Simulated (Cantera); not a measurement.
An adiabatic, constant-volume homogeneous reactor starts with 5.81 % CH₄, 0.314 % C₂H₆, 1.34 % C₃H₈, 19.4 % O₂, 73.2 % N₂, at 1223 K and 16.8 atm.

Detailed kinetics in Cantera: GRI-Mech 3.0 (53 species, 325 reactions). GRI-Mech 3.0 was tuned for natural gas; its chemistry of propane as a main component is partial and can be far from experiment. The pressure lies above the range GRI-Mech 3.0 was tuned for (to about 10 atm). Above 3000 K some thermodynamic fits are extrapolated.

**Question.** Predict: time of steepest temperature rise; temperature at 5.00 s; equilibrium temperature; x(CH₂O) at 5.00 s; x(HCN) at 5.00 s; x(O₂) at 5.00 s.

**Answer.** 
```json
{
 "time_of_steepest_temperature_rise": "0.656 ms",
 "temperature at 5.00 s": "3056 K",
 "equilibrium_temperature": "3056 K",
 "x(CH₂O) at 5.00 s": "6.83e-9 (gas-phase equilibrium 6.83e-9)",
 "x(HCN) at 5.00 s": "1.99e-8 (gas-phase equilibrium 1.99e-8)",
 "x(O₂) at 5.00 s": "0.0129 (gas-phase equilibrium 0.0129)"
}
```
